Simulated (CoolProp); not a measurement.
Computed with CoolProp (reference Helmholtz-energy equation of state, Gao 2022).

Q: For n-perfluorohexane, give the phase and the Z, cp (kJ/(kg K)), cv (kJ/(kg K)), isothermal compressibility (1/MPa) at 412.6 K and 0.115 MPa; 300.8 K and 3 MPa.

A: 
- 412.6 K and 0.115 MPa: gas; Z 0.968, cp 0.975, cv 0.946, isothermal compressibility 8.99
- 300.8 K and 3 MPa: liquid; Z 0.241, cp 1.05, cv 0.856, isothermal compressibility 0.00260
